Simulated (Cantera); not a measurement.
**Gas-phase reforming**

A perfectly stirred reactor is fed with 20.8 % CH4, 45.8 % H2O, 33.3 % H2, at 20.0 bar; it is held at 1550 K, and followed from long to short residence time.

Model: GRI-Mech 3.0 (53 species, 325 reactions), integrated in Cantera. The pressure lies above the range GRI-Mech 3.0 was tuned for (to about 10 atm).

| τ (s) | x CH4 | x H2O | x H2 | x C2H4 | x C2H6 | x CH2CO | x HCO |
|---|---|---|---|---|---|---|---|
| 4.3 | 0.122 | 0.340 | 0.479 | 0.00220 | 0.000126 | 6.67e-7 | 5.73e-9 |
| 1.8 | 0.143 | 0.377 | 0.437 | 0.00361 | 0.000189 | 1.01e-6 | 3.47e-9 |
| 0.76 | 0.158 | 0.407 | 0.405 | 0.00503 | 0.000246 | 1.45e-6 | 1.93e-9 |
| 0.32 | 0.168 | 0.427 | 0.383 | 0.00611 | 0.000286 | 1.86e-6 | 1.00e-9 |
| 0.13 | 0.174 | 0.440 | 0.369 | 0.00654 | 0.000303 | 2.07e-6 | 4.87e-10 |
| 0.056 | 0.180 | 0.447 | 0.360 | 0.00618 | 0.000297 | 1.96e-6 | 2.53e-10 |
| 0.024 | 0.186 | 0.451 | 0.353 | 0.00506 | 0.000271 | 1.55e-6 | 1.42e-10 |
| 0.010 | 0.194 | 0.454 | 0.346 | 0.00342 | 0.000236 | 9.38e-7 | 9.16e-11 |
| 0.0042 | 0.201 | 0.456 | 0.340 | 0.00197 | 0.000204 | 4.24e-7 | 7.07e-11 |
x: mole fraction; the columns are a selection and need not sum to one.
